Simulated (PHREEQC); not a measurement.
## Acid mine or pickling water (model solution)

Model water analysis in mg/kgw, 95 °C, pH 2.26, pe 9.8:

```tsv
constituent	mg/kgw
Na	119
K	4.22
Ca	139
Mg	54.7
Cl	175
S(6) as SO4	1060
Ni	0.354
```

Valence states are taken as typed.

The numbers come from PHREEQC with the ion-association model, wateq4f.dat.

Precipitation was switched off in this run.

Problem. What ionic strength does the model give?

Solution. ionic strength 0.0253 mol/kgw.

Problem. In which forms is K present?

Solution. K+ 97 %, KSO4- 2.8 % of the K.

At this temperature some constants are extrapolated from 25 °C, and those without enthalpy data are left unchanged.
